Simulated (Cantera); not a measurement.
**Pyrogenic steam for wet oxidation**

An isothermal, constant-pressure homogeneous reactor starts with 7.59 % H2, 9.42 % O2, 83.0 % N2, equivalence ratio 0.40, at 1100 K and 0.133 bar.

Detailed kinetics in Cantera: the H2/O2 subset of GRI-Mech 3.0, which has no nitrogen chemistry. The temperature is held fixed by assumption; the heat of reaction is taken as removed at once.

```json
[
 {"t (s)": "1.00e-6", "x H2": "0.0759", "x O2": "0.0942", "x H2O2": "<1e-12", "x O": "<1e-12", "x H2O": "<1e-12", "x H": "8.27e-12", "x HO2": "8.33e-12"},
 {"t (s)": "6.13e-6", "x H2": "0.0759", "x O2": "0.0942", "x H2O2": "<1e-12", "x O": "1.94e-12", "x H2O": "<1e-12", "x H": "4.97e-11", "x HO2": "5.12e-11"},
 {"t (s)": "3.76e-5", "x H2": "0.0759", "x O2": "0.0942", "x H2O2": "<1e-12", "x O": "5.30e-11", "x H2O": "8.18e-11", "x H": "3.37e-10", "x HO2": "3.18e-10"},
 {"t (s)": "0.000231", "x H2": "0.0759", "x O2": "0.0942", "x H2O2": "6.15e-12", "x O": "3.79e-9", "x H2O": "1.84e-8", "x H": "1.58e-8", "x HO2": "2.70e-9"},
 {"t (s)": "0.00141", "x H2": "0.00954", "x O2": "0.0640", "x H2O2": "4.53e-7", "x O": "0.00730", "x H2O": "0.0531", "x H": "0.0261", "x HO2": "6.65e-6"},
 {"t (s)": "0.00867", "x H2": "0.000247", "x O2": "0.0584", "x H2O2": "5.37e-7", "x O": "0.000201", "x H2O": "0.0785", "x H": "0.000101", "x HO2": "3.91e-6"},
 {"t (s)": "0.0532", "x H2": "4.59e-6", "x O2": "0.0585", "x H2O2": "7.22e-8", "x O": "4.04e-6", "x H2O": "0.0789", "x H": "2.81e-7", "x HO2": "2.60e-7"},
 {"t (s)": "0.326", "x H2": "2.23e-7", "x O2": "0.0585", "x H2O2": "8.39e-9", "x O": "2.85e-7", "x H2O": "0.0789", "x H": "5.04e-9", "x HO2": "1.98e-8"},
 {"t (s)": "2.00", "x H2": "2.45e-8", "x O2": "0.0585", "x H2O2": "1.23e-9", "x O": "3.57e-8", "x H2O": "0.0789", "x H": "2.20e-10", "x HO2": "2.63e-9"}
]
```
x: mole fraction; the columns are a selection and need not sum to one.

Equilibrium at this temperature and pressure: H2 1.19e-9, O2 0.0585, H2O2 6.30e-11, O 1.66e-9, H2O 0.0789, H 2.45e-12, HO2 8.21e-10 (gas phase only).
